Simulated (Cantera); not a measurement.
A freely propagating, adiabatic, planar premixed flame of H₂ : O₂ : N₂ = 1 : 0.417 : 1.57 (molar parts), unburnt at 650 K and 130000 Pa; mixture-averaged transport, grid criteria slope 0.08 and curve 0.16, no radiation.

Detailed kinetics in Cantera: the H2/O2 subset of GRI-Mech 3.0, which has no nitrogen chemistry. Burning velocities carry a grid error of a few per cent, more on coarse grids.

Question: Predict: laminar burning velocity; thermal thickness; peak x(OH); peak x(HO₂); peak x(H).

Answer: 
- laminar burning velocity = 972 cm/s
- thermal thickness = 0.345 mm
- peak x(OH) = 0.0177
- peak x(HO₂) = 0.000313
- peak x(H) = 0.0745
